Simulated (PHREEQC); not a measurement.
## Copper plating or etch bath

Make-up at 45 °C: 4.5 mmol/kgw CuSO4, 0.46 mmol/kgw HCl and 99 mmol/kgw Na2SO4. Closed to the air; pH follows from the charge balance.

Computed with PHREEQC (ion-association model, phreeqc.dat).

| Quantity | Value |
|---|---|
| pH | 4.08 |
| ionic strength | 0.264 mol/kgw |
| specific conductance | 22000 µS/cm |
| density | 1.003 g/cm³ |
| total alkalinity | -0.460 meq/kg |

```tsv
species	molality	activity	log γ
Na+	0.178	0.129	-0.139
SO4-2	0.0802	0.0203	-0.598
NaSO4-	0.0204	0.0147	-0.142
CuSO4	0.00253	0.00269	0.026
Cu+2	0.00197	0.000571	-0.538
Cl-	0.000458	0.000315	-0.163
HSO4-	0.000355	0.000258	-0.138
H+	0.000105	8.22e-5	-0.107
CuCl+	1.76e-6	1.21e-6	-0.162
CuOH+	1.00e-7	6.92e-8	-0.162
Cu2(OH)2+2	4.78e-8	1.35e-8	-0.551
Cu(OH)2	1.65e-9	1.75e-9	0.026
```

This is a speciation only: nothing precipitates in the calculation. Away from 25 °C the constants follow the database's enthalpies or fits; those with neither stay at their 25 °C values.
